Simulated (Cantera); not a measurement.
## Thermodynamics of carbon deposition, reforming and gasification, feed CH4 + O2 + H2 + CO2

Charge: 1 mol CH4, 0.0098 mol O2, 84 mol H2, 0.031 mol CO2.

Method: chemical equilibrium by Gibbs-energy minimisation in Cantera with the NASA 1993 tables (ideal gas, pure condensed phases). Candidate condensed phases: C, C6H6, C7H8, C8H18, H2O; 110 gas species. The ideal-gas law is rough above about 30 bar. Rates play no part.

Stable condensed phases:

```
T in K \ P in Pa
               10       56      320     1800    10000    56000   320000  1800000 10000000
   2848         A        A        A        A        A        A        A        A        A
   2798         A        A        A        A        A        A        A        A        A
   2748         A        A        A        A        A        A        A        A        A
   2698         A        A        A        A        A        A        A        A        A
   2648         A        A        A        A        A        A        A        A        A
   2598         A        A        A        A        A        A        A        A        A
   2548         A        A        A        A        A        A        A        A        A
   2498         A        A        A        A        A        A        A        A        A
   2448         A        A        A        A        A        A        A        A        A
   2398         A        B        A        A        A        A        A        A        A
   2348         B        B        B        B        B        B        A        A        A
   2298         B        B        B        B        B        B        B        A        A
   2248         B        B        B        B        B        B        B        A        A
   2198         B        B        B        B        B        B        B        B        A
```

A: gas only; B: C.
